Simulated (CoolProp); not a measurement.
Ethylene along the isotherm 176.85 °C: Z from the reference equation and from simpler models built on Tc = 9.2 °C, pc = 5.042 MPa, ω = 0.087; each cubic takes its own stable root.

Model: reference Helmholtz-energy equation of state, Smukala 2000, in CoolProp.

```
p (MPa)          phase  reference
-------  -------------  ---------
0.84               gas     0.9885
1.68               gas     0.9772
2.52               gas     0.9661
3.36               gas     0.9552
4.2                gas     0.9446
5.04               gas     0.9343
5.88     supercritical     0.9243
6.72     supercritical     0.9148
7.56     supercritical     0.9057
8.4      supercritical     0.8971
9.24     supercritical     0.8890
10.1     supercritical     0.8814
10.9     supercritical     0.8749
11.8     supercritical     0.8684
12.6     supercritical     0.8633
```

**Question.** How far does each simpler model (van der Waals, Redlich-Kwong, Soave-Redlich-Kwong, Peng-Robinson) lie from the reference over these 15 states: mean and median of the absolute difference, and the worst?

**Answer.** 
- van der Waals: mean 3.5 %, median 3.4 %, worst -6.6 % at 176.85 °C and 12.6 MPa
- Redlich-Kwong: mean 0.9 %, median 1.0 %, worst -1.3 % at 176.85 °C and 10.9 MPa
- Soave-Redlich-Kwong: mean 1.5 %, median 1.3 %, worst +3.3 % at 176.85 °C and 12.6 MPa
- Peng-Robinson: mean 1.1 %, median 1.2 %, worst -1.4 % at 176.85 °C and 8.4 MPa
